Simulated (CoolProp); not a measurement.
n-hexane along the isotherm 600 K: fugacity coefficient from the reference equation and from simpler models built on Tc = 507.8 K, pc = 3.044 MPa, ω = 0.300; each cubic takes its own stable root.

Model: reference Helmholtz-energy equation of state, Thol 2019, in CoolProp.

```
p (MPa)          phase  reference  van der Waals  Redlich-Kwong
-------  -------------  ---------  -------------  -------------
0.0963             gas     0.9939         0.9938         0.9934
0.162              gas     0.9897         0.9896         0.9889
0.274              gas     0.9826         0.9824         0.9813
0.463              gas     0.9707         0.9703         0.9686
0.781              gas     0.9510         0.9500         0.9474
1.32               gas     0.9180         0.9158         0.9120
2.22               gas     0.8648         0.8593         0.8547
3.75     supercritical     0.7791         0.7640         0.7622
6.33     supercritical     0.6520         0.6160         0.6265
10.7     supercritical     0.5159         0.4940         0.4962
18       supercritical     0.4332         0.4465         0.4232
30.4     supercritical     0.4207         0.4966         0.4185
```
